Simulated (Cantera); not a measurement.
Input (Python, Cantera) and output of one run.

```python
import numpy as np
import cantera as ct

gas_names = [...]  # 95 gases of nasa_gas.yaml made of C, F, H
cond_names = """
    C(gr) C6H6(L) C7H8(L) C8H18(L),n-octa
""".split()


# ... load() reads the species with a 1 bar reference pressure and builds the phases ...
atoms = {
    'CHF3': {'C': 1, 'H': 1, 'F': 3},
}
top_T = {'C(gr)': 4500}  # K; cautious upper limits of use, not melting points


# ... equilibrate(T, P, feed) seeds the gas with the atoms and calls Mixture.equilibrate('TP', solver="vcs", rtol=1e-11, max_steps=5000) ...
results = []
feed = {'CHF3': 1}  # mol
T = 850  # K
P = 10000  # Pa
mix = equilibrate(T, P, feed)
results.append((T, P, feed, dict(zip(mix.species_names, mix.species_moles))))
x = sorted(zip(gas.X, gas.species_names), reverse=True)
print(f"T = {T:g} K  P = {P:g} Pa  gas = {mix.phase_moles(0):.4g} mol")
print("   x: " + "  ".join(f"{s} {v:.3e}" for v, s in x if v > 0.0001))
print("   condensed (mol): " + ("  ".join(f"{mix.phase(i).name} {mix.phase_moles(i):.4g}"
      for i in range(1, mix.n_phases) if mix.phase_moles(i) > 1e-12) or "none"))
```

Result:

```
T = 850 K  P = 10000 Pa  gas = 1.5 mol
   x: HF 6.667e-01  CF4 3.333e-01
   condensed (mol): C(gr) 0.5
```

Equilibrium computed with Cantera from the NASA thermochemical tables; the gas is ideal and each condensed phase is pure. Condensed phases not in the tables: fluorocarbon polymer. Gases not in the tables: C2F6 and larger saturated fluorocarbons.
